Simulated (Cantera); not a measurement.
Mixture: 5.10 % CH₄, 20.0 % O₂, 74.9 % N₂, at 4.93 atm, adiabatic and at constant volume. Ignition delay is the time to a rise of 400 K.

Cantera simulation using GRI-Mech 3.0 (53 species, 325 reactions); the numbers are that mechanism's predictions, not measurements.

Question: Predict: delay at 1275 K; delay at 1375 K; delay at 1475 K; delay at 1575 K; delay at 1675 K; delay at 1775 K; delay at 1875 K; apparent activation energy between 1675 and 1875 K.

Answer: 
```
Quantity                                                 Value
--------------------------------------------------  ----------
delay at 1275 K                                        2.73 ms
delay at 1375 K                                       0.871 ms
delay at 1475 K                                       0.314 ms
delay at 1575 K                                       0.127 ms
delay at 1675 K                                        57.8 µs
delay at 1775 K                                        29.1 µs
delay at 1875 K                                        16.0 µs
apparent activation energy between 1675 and 1875 K  170 kJ/mol
```
